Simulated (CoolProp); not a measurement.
Properties of toluene along the isobar 1.01 bar (Tc = 591.7 K, pc = 41.26 bar, ω = 0.266).

Model: reference Helmholtz-energy equation of state, Lemmon 2006, in CoolProp. It is a short technical equation, of lower accuracy than the large ones.

| T (K) | phase | cv (kJ/(kg K)) | speed of sound (m/s) | Joule-Thomson coefficient (K/MPa) | viscosity (µPa s) | conductivity (mW/(m K)) |
|---|---|---|---|---|---|---|
| 414.2 | gas | 1.490 | 193.8 | 25.46 | 9.51 | 20.7 |
| 439.9 | gas | 1.576 | 200.4 | 20.29 | 10.1 | 23.3 |
| 465.6 | gas | 1.660 | 206.7 | 16.50 | 10.7 | 26.0 |
| 491.4 | gas | 1.740 | 212.7 | 13.66 | 11.3 | 28.8 |
| 517.1 | gas | 1.818 | 218.5 | 11.50 | 11.9 | 31.6 |
| 542.8 | gas | 1.891 | 224.1 | 9.809 | 12.4 | 34.5 |
| 568.5 | gas | 1.961 | 229.5 | 8.468 | 13.0 | 37.5 |
| 594.3 | gas | 2.028 | 234.8 | 7.385 | 13.6 | 40.5 |
| 620 | gas | 2.092 | 239.9 | 6.504 | 14.2 | 43.5 |

Viscosity comes from a separate model (Avgeri 2015). Thermal conductivity comes from a separate model (Assael 2012).
